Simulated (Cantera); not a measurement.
## Chlorosilane synthesis and conversion: SiCl₄ + Cl₂ + H₂

A closed system holds: 1 mol SiCl₄, 1.6 mol Cl₂, 13 mol H₂, equilibrated at 0.100 bar.

Equilibrium computed with Cantera from the NASA thermochemical tables; the gas is ideal and each condensed phase is pure. Candidate condensed phases: Si; 19 gas species. The tables' values for SiCl₃ are old estimates; treat these amounts as uncertain. Rates play no part.

| T (K) | x H₂ | x HCl | x SiCl₄ | x SiCl₂ | x SiCl₃ |
|---|---|---|---|---|---|
| 625 | 0.731 | 0.205 | 0.0641 | <1e-12 | 3.07e-10 |
| 700 | 0.731 | 0.205 | 0.0641 | <1e-12 | 1.19e-8 |
| 775 | 0.731 | 0.205 | 0.0640 | 1.12e-10 | 2.24e-7 |
| 850 | 0.730 | 0.206 | 0.0637 | 6.90e-9 | 2.49e-6 |
| 925 | 0.730 | 0.206 | 0.0633 | 2.14e-7 | 1.85e-5 |
| 1000 | 0.729 | 0.207 | 0.0624 | 3.88e-6 | 1.00e-4 |
| 1075 | 0.728 | 0.208 | 0.0610 | 4.54e-5 | 0.000418 |
| 1150 | 0.725 | 0.211 | 0.0582 | 0.000367 | 0.00140 |
| 1225 | 0.718 | 0.218 | 0.0526 | 0.00206 | 0.00370 |
| 1300 | 0.705 | 0.232 | 0.0424 | 0.00763 | 0.00738 |
| 1375 | 0.685 | 0.253 | 0.0285 | 0.0184 | 0.0107 |
| 1450 | 0.663 | 0.275 | 0.0157 | 0.0312 | 0.0116 |
x: gas mole fraction; nothing condenses.

From 625 K to 1450 K nothing is condensed. The main Si-bearing gas is SiCl₄ at 625 K and SiCl₂ at 1450 K.
